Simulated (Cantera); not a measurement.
An isothermal, constant-pressure homogeneous reactor starts with 3.45 % N2O, 96.6 % N2, at 1000 K and 218 Torr.

Model: GRI-Mech 3.0 (53 species, 325 reactions), integrated in Cantera. GRI-Mech 3.0 was tuned for natural gas; its chemistry of N2O as a main component is partial and can be far from experiment. The mechanism lacks 2 NO + O2 → 2 NO2 and HONO, so NO2 and the effect of NO are under-described below about 1400 K.

Task: Predict: x(N2O) at 100 s; x(NO2) at 100 s; x(O2) at 100 s; x(NO) at 100 s; x(N2) at 100 s; x(O) at 100 s.

Result: 
```json
{
  "x(N2O) at 100 s": "0.0287 (gas-phase equilibrium 4.93e-10)",
  "x(NO2) at 100 s": "1.08e-6 (gas-phase equilibrium 8.19e-8)",
  "x(O2) at 100 s": "0.00272 (gas-phase equilibrium 0.0169)",
  "x(NO) at 100 s": "0.000222 (gas-phase equilibrium 9.98e-6)",
  "x(N2) at 100 s": "0.968 (gas-phase equilibrium 0.983)",
  "x(O) at 100 s": "3.92e-8 (gas-phase equilibrium 3.83e-11)"
}
```
